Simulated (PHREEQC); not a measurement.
1 kg of water holding 0.12 mol/kgw MgSO4, 0.4 mol/kgw NaCl, 0.066 mol/kgw Na2SO4 and 0.026 mol/kgw K2SO4 is evaporated at 90 °C; the solids stay in contact with the brine. No CO2 enters from the air. Only these solids could form: Arcanite, Bischofite, Bloedite, Brucite, Carnallite, Epsomite, Glaserite, Halite, Hexahydrite, Kainite, Kieserite, Leonite, Mirabilite, Misenite, Schoenite, Sylvite, Thenardite, MgCl2_4H2O.

The numbers come from PHREEQC with the Pitzer model, pitzer.dat.

```
water left (kg)  ionic strength  water activity  Halite (mol)
---------------  --------------  --------------  ------------
1                          1.16           0.981             0
0.8219                     1.41           0.977             0
0.6755                     1.71           0.972             0
0.5552                     2.08           0.966             0
0.4563                     2.53           0.958             0
0.375                      3.08           0.949             0
0.3082                     3.75           0.937             0
0.2533                     4.56           0.921             0
0.2082                     5.55           0.902             0
0.1711                     6.75           0.877             0
0.1407                     8.22           0.846             0
0.1156                    10.00           0.807             0
0.09502                    11.1           0.774             0
0.07809                    11.9           0.740             0
0.06418                    12.9           0.696       0.00152
0.05275                    14.5           0.688        0.0797
0.04335                    16.7           0.680         0.146
```

Thenardite from water left = 0.09502 kg; Halite from water left = 0.06418 kg.

Constants without temperature data keep their 25 °C values here.
